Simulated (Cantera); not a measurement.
Charge: 1 mol SiH4, 0.2 mol NH3, equilibrated at 1052 °C and 1.33 mbar.

Equilibrium computed with Cantera from the NASA thermochemical tables; the gas is ideal and each condensed phase is pure. Candidate condensed phases: Si, Si3N4; 18 gas species. Mutual solubility and eutectic melting of coexisting phases are not modelled. Kinetics and transport are ignored.

Base state: H2 0.999, N2 0.000712, H 4.48e-5 (mole fractions); condensed: Si(s) + Si3N4(s).

**Question.** What changes in the equilibrium state with this change: 0.26 mol HF added?

**Answer.** 
```json
[
 {"species": "H2", "before": "0.999", "after": "0.969"},
 {"species": "SiF4", "before": "0", "after": "0.0189"},
 {"species": "SiF3", "before": "0", "after": "0.00639"},
 {"species": "HF", "before": "0", "after": "0.00183"},
 {"species": "SiF2", "before": "0", "after": "0.00174"},
 {"species": "SiHF3", "before": "0", "after": "0.00119"},
 {"species": "Si(s), mol", "before": "0.852", "after": "0.782"},
 {"species": "Si3N4(s), mol", "before": "0.0492", "after": "0.0491"}
]
```
The tables' values for SiF3, SiF2 are old estimates; treat these amounts as uncertain.
